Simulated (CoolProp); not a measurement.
Vapour-liquid equilibrium of hydrogen sulfide (1) + n-butane (2) at 52.85 °C; x and y are mole fractions of (1).

Model: multi-fluid Helmholtz-energy mixture model, Lemmon 2006 and Bücker 2006; pair parameters Kunz 2012, in CoolProp.

Give the bubble pressure and the first vapour's composition at x = 0.05, 0.5, 0.65. Is there an azeotrope?

x = 0.05: 0.7599 MPa, y = 0.294; x = 0.5: 2.407 MPa, y = 0.819; x = 0.65: 2.836 MPa, y = 0.871. No azeotrope shows between x = 0.05 and 0.95.

Pair parameters are fitted to limited data, so mixtures are less certain than the pure fluids.
